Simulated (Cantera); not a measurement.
Feed: 1 mol SiCl4, 0.34 mol O3, 1.1 mol NO, held at 0.0133 bar.

Equilibrium computed with Cantera from the NASA thermochemical tables; the gas is ideal and each condensed phase is pure. Candidate condensed phases: Si, SiO2, Si2N2O, Si3N4; 23 gas species. Rates play no part.

log p: log10 of the partial pressure in bar; n: condensed amount in mol.

```json
[
 {"T (°C)": "377", "log p Cl2": "-1.99", "log p N2": "-2.55", "log p O2": "-3.51", "log p Cl": "-7.88", "log p NO": "___", "log p ClO": "-10.23", "n SiO2(α-quartz)": "1.00", "n SiO2(β-quartz)": "0"},
 {"T (°C)": "427", "log p Cl2": "-1.99", "log p N2": "-2.55", "log p O2": "-3.51", "log p Cl": "-7.18", "log p NO": "___", "log p ClO": "-9.64", "n SiO2(α-quartz)": "1.00", "n SiO2(β-quartz)": "0"},
 {"T (°C)": "477", "log p Cl2": "-1.99", "log p N2": "-2.55", "log p O2": "-3.51", "log p Cl": "-6.56", "log p NO": "___", "log p ClO": "-9.14", "n SiO2(α-quartz)": "1.00", "n SiO2(β-quartz)": "0"},
 {"T (°C)": "527", "log p Cl2": "-1.99", "log p N2": "-2.55", "log p O2": "-3.51", "log p Cl": "-6.02", "log p NO": "___", "log p ClO": "-8.70", "n SiO2(α-quartz)": "1.00", "n SiO2(β-quartz)": "0"},
 {"T (°C)": "577", "log p Cl2": "-1.99", "log p N2": "-2.55", "log p O2": "-3.51", "log p Cl": "-5.55", "log p NO": "___", "log p ClO": "-8.31", "n SiO2(α-quartz)": "0", "n SiO2(β-quartz)": "1.00"},
 {"T (°C)": "627", "log p Cl2": "-1.99", "log p N2": "-2.55", "log p O2": "-3.51", "log p Cl": "-5.13", "log p NO": "___", "log p ClO": "-7.96", "n SiO2(α-quartz)": "0", "n SiO2(β-quartz)": "1.00"},
 {"T (°C)": "677", "log p Cl2": "-1.99", "log p N2": "-2.55", "log p O2": "-3.51", "log p Cl": "-4.75", "log p NO": "___", "log p ClO": "-7.65", "n SiO2(α-quartz)": "0", "n SiO2(β-quartz)": "1.00"},
 {"T (°C)": "727", "log p Cl2": "-1.99", "log p N2": "-2.55", "log p O2": "-3.51", "log p Cl": "-4.41", "log p NO": "___", "log p ClO": "-7.37", "n SiO2(α-quartz)": "0", "n SiO2(β-quartz)": "1.00"}
]
```

Question: Some entries are withheld; supply them.

Answer: 
- 377, log p NO: -9.72
- 427, log p NO: -9.19
- 477, log p NO: -8.74
- 527, log p NO: -8.34
- 577, log p NO: -7.99
- 627, log p NO: -7.68
- 677, log p NO: -7.40
- 727, log p NO: -7.15
